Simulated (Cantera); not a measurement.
## Thermodynamics of thermal oxidation and active oxidation of silicon, feed Si + H2O + H2

Feed: 1 mol Si, 0.013 mol H2O, a varied amount of H2, held at 1225 °C and 5700 Torr.

Method: chemical equilibrium by Gibbs-energy minimisation in Cantera with the NASA 1993 tables (ideal gas, pure condensed phases). Candidate condensed phases: H2O, Si, SiO2; 18 gas species. Mutual solubility and eutectic melting of coexisting phases are not modelled. The tables hold silica as quartz up to 1696 K and as liquid above; real silica turns to tridymite and cristobalite and melts near 1996 K. The numbers say what is thermodynamically allowed, not how fast it happens.

| n(H2) (mol) | log p H2 | log p SiO | log p SiH4 | log p H | log p H2O | n Si(s) | n SiO2(β-quartz) |
|---|---|---|---|---|---|---|---|
| 31 | 0.88 | -3.30 | -4.23 | -4.32 | -4.61 | 0.992 | 0.00543 |
| 41 | 0.88 | -3.30 | -4.23 | -4.32 | -4.61 | 0.992 | 0.00509 |
| 55 | 0.88 | -3.30 | -4.23 | -4.32 | -4.61 | 0.991 | 0.00460 |
| 73 | 0.88 | -3.30 | -4.23 | -4.32 | -4.61 | 0.991 | 0.00398 |
| 96 | 0.88 | -3.30 | -4.23 | -4.32 | -4.61 | 0.990 | 0.00319 |
| 130 | 0.88 | -3.30 | -4.23 | -4.32 | -4.61 | 0.988 | 0.00202 |
| 170 | 0.88 | -3.30 | -4.23 | -4.32 | -4.61 | 0.987 | 0.000637 |
| 220 | 0.88 | -3.37 | -4.23 | -4.32 | -4.68 | 0.986 | 0 |
| 300 | 0.88 | -3.50 | -4.23 | -4.32 | -4.81 | 0.985 | 0 |
| 390 | 0.88 | -3.62 | -4.23 | -4.32 | -4.92 | 0.984 | 0 |
| 520 | 0.88 | -3.74 | -4.23 | -4.32 | -5.05 | 0.983 | 0 |
log p: log10 of the partial pressure in bar; n: condensed amount in mol.

From 31 mol H2 to 170 mol H2 the condensed part is Si(s) + SiO2(β-quartz). From 220 mol H2 to 520 mol H2 the condensed part is Si(s). The main Si-bearing gas is SiO throughout. The share of Si in condensed phases is highest at 31 mol H2 (99.8 %) and lowest at 520 mol H2 (98.3 %).
